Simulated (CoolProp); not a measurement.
Ammonia at several states: Z from the reference equation and from simpler models built on Tc = 132.4 °C, pc = 11.36 MPa, ω = 0.256; each cubic takes its own stable root.

Model: reference Helmholtz-energy equation of state, Gao 2020, in CoolProp.

```json
[
 {"T (°C)": "403.95", "p (MPa)": "0.482", "phase": "gas", "reference": "0.9979", "van der Waals": "0.9968", "Redlich-Kwong": "0.9972", "Soave-Redlich-Kwong": "0.9986", "Peng-Robinson": "0.9978"},
 {"T (°C)": "371.45", "p (MPa)": "0.572", "phase": "gas", "reference": "0.9969", "van der Waals": "0.9955", "Redlich-Kwong": "0.9960", "Soave-Redlich-Kwong": "0.9977", "Peng-Robinson": "0.9966"},
 {"T (°C)": "115.55", "p (MPa)": "4.75", "phase": "gas", "reference": "0.7892", "van der Waals": "0.8411", "Redlich-Kwong": "0.8158", "Soave-Redlich-Kwong": "0.8113", "Peng-Robinson": "0.7955"},
 {"T (°C)": "-16.55", "p (MPa)": "0.684", "phase": "liquid", "reference": "0.008263", "van der Waals": "0.9457", "Redlich-Kwong": "0.01077", "Soave-Redlich-Kwong": "0.01042", "Peng-Robinson": "0.009220"},
 {"T (°C)": "-16.45", "p (MPa)": "0.0444", "phase": "gas", "reference": "0.9913", "van der Waals": "0.9966", "Redlich-Kwong": "0.9953", "Soave-Redlich-Kwong": "0.9947", "Peng-Robinson": "0.9945"}
]
```

At some of these states van der Waals gives the other phase, because its saturation line lies elsewhere.
